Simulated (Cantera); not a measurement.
# C2F6 + HCl + H2 (fluorocarbon and chlorocarbon gases)

Charge: 1 mol C2F6, 0.59 mol HCl, 2.2 mol H2, equilibrated at 1452 °C.

These are equilibrium values from Cantera (NASA tables, ideal gas, pure condensed phases), not measurements of a reactor. Candidate condensed phases: C, C6H6, C7H8, C8H18; 118 gas species. The feed counts by its element totals alone. Gases not in the tables: C2F6 and larger saturated fluorocarbons. Rates play no part.

From 0.00750 Torr to 750 Torr the condensed part is C(graphite). The main C-bearing gas is CF2 at 0.00750 Torr and CF4 at 750 Torr. The share of C in condensed phases is highest at 0.00750 Torr (91.0 %) and lowest at 750 Torr (82.0 %).

```tsv
P (Pa)	x HF	x Cl	x F	x HCl	x CF4	x CF2	x Cl2	x CClF3	n C(graphite)
1	0.790	0.0932	0.0886	0.000121	0.00717	0.0211	1.82e-6	2.51e-7	1.82
6.80	0.830	0.0977	0.0292	0.000403	0.0268	0.0156	1.36e-5	2.97e-6	1.74
46	0.847	0.0985	0.00759	0.00160	0.0377	0.00712	9.34e-5	1.62e-5	1.74
320	0.851	0.0938	0.00183	0.00634	0.0429	0.00288	0.000589	7.30e-5	1.73
2200	0.850	0.0761	0.000444	0.0212	0.0484	0.00117	0.00267	0.000275	1.71
15000	0.843	0.0437	0.000109	0.0490	0.0565	0.000483	0.00600	0.000749	1.68
100000	0.834	0.0172	2.72e-5	0.0767	0.0641	0.000199	0.00619	0.00134	1.64
```
x: gas mole fraction; n: condensed amount in mol.
